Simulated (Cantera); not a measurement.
A closed system holds: 1 mol C2H4, 3 mol H2O, equilibrated at 1.33 mbar.

These are equilibrium values from Cantera (NASA tables, ideal gas, pure condensed phases), not measurements of a reactor. Candidate condensed phases: C, C6H6, C7H8, C8H18, H2O; 110 gas species. The numbers say what is thermodynamically allowed, not how fast it happens. All values below are at 2275 °C.

Base state: H 0.430, H2 0.257, CO 0.208, H2O 0.0548, O 0.0218, OH 0.0200, CO2 0.00699, O2 0.00190 (mole fractions); condensed: gas only.

What changes in the equilibrium state with this change: H2O from 3 to 1.1 mol?


| species | before | after |
|---|---|---|
| H | 0.430 | 0.477 |
| H2 | 0.257 | 0.318 |
| CO | 0.208 | 0.199 |
| H2O | 0.0548 | 1.82e-9 |
| O | 0.0218 | <1e-9 |
| OH | 0.0200 | <1e-9 |
| CO2 | 0.00699 | <1e-9 |
| C2H2 (acetylene) | <1e-9 | 0.00419 |
| O2 | 0.00190 | <1e-9 |
| C3 | <1e-9 | 0.000775 |
| C(graphite), mol | 0 | 0.832 |
